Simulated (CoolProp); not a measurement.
A Linde-Hampson liquefier for ethane: isothermal reversible compression at 320 K from 1 atm to 25 MPa, throttling to 1 atm, return gas leaving the recuperator 10 K below the feed. Each further row changes one setting.

Values from CoolProp's reference Helmholtz-energy equation of state, Bücker 2006.

```
case                        liquid yield per pass  compression work (kJ/kg of gas)
--------------------------  ---------------------  -------------------------------
as stated                                       …                              378
high pressure 50 MPa                            …                                …
warm-end temperature 350 K                      …                                …
warm-end gap 15 K                               …                              378
```

Q: What belongs in the gaps?

A: 
- as stated, liquid yield per pass: 0.453
- high pressure 50 MPa, liquid yield per pass: 0.436
- high pressure 50 MPa, compression work (kJ/kg of gas): 436
- warm-end temperature 350 K, liquid yield per pass: 0.374
- warm-end temperature 350 K, compression work (kJ/kg of gas): 443
- warm-end gap 15 K, liquid yield per pass: 0.446
